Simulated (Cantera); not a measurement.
A closed system holds: 1 mol SiHCl3, 0.7 mol N2, 29 mol H2, at 1577 °C and 0.0975 Torr.

Cantera equilibrium calculation (NASA polynomials, part measured and part estimated; ideal gas, pure solids and liquids). Candidate condensed phases: NH4Cl, Si, Si3N4; 28 gas species. The tables' values for SiCl, SiN are old estimates; treat these amounts as uncertain. Gases not in the tables: Si2H6 and higher silanes. The numbers say what is thermodynamically allowed, not how fast it happens.

Task: What is the equilibrium state?

Result: 
* **x(H2)**: 0.832
* **x(HCl)**: 0.0714
* **x(H)**: 0.0431
* **x(N2)**: 0.0211
* **x(Si)**: 0.0210
* **x(SiCl2)**: 0.00750
* **x(Cl)**: 0.00281
* **x(SiCl)**: 0.00122
* **x(SiH)**: 0.000217
* **gas amount**: 33.19 mol
* **log10 activity of Si(l) (absent)**: -0.37
